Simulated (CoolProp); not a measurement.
Values from CoolProp's reference Helmholtz-energy equation of state, Penoncello 2003.

**Question.** For CHF3 (R23), give the phase and the Joule-Thomson coefficient (K/MPa) at 370.3 K and 518 kPa; 370.3 K and 2590 kPa; 370.3 K and 5690 kPa.

**Answer.** 
- 370.3 K and 518 kPa: gas; Joule-Thomson coefficient 6.89
- 370.3 K and 2590 kPa: gas; Joule-Thomson coefficient 6.85
- 370.3 K and 5690 kPa: supercritical; Joule-Thomson coefficient 6.45
